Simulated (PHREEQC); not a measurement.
## Acid rinse or clean

A solution holds 160 mmol/kgw HCl and 1.1 mmol/kgw KCl, at 60 °C. Closed to the air; pH follows from the charge balance.

Equilibrium calculation in PHREEQC: ion-association model, wateq4f.dat.

No solid was allowed to form.

### Question
Estimate the pH.

### Answer
pH 0.90.

At this temperature some constants are extrapolated from 25 °C, and those without enthalpy data are left unchanged.
